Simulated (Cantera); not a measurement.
A closed system holds: 1 mol SiCl₄, 0.57 mol HCl, 14 mol H₂, held at 575 K and 14.0 bar.

Method: chemical equilibrium by Gibbs-energy minimisation in Cantera with the NASA 1993 tables (ideal gas, pure condensed phases). Candidate condensed phases: Si; 19 gas species. Equilibrium is a limit: real reactors are often held back by kinetics, nucleation or transport.

What is the equilibrium state?


```
Item                                  Value
--------------------------------  ---------
x(H₂)                                 0.899
x(SiCl₄)                             0.0642
x(HCl)                               0.0366
x(SiHCl₃)                           2.34e-5
gas amount                        15.57 mol
log10 activity of Si(s) (absent)     -14.39
```
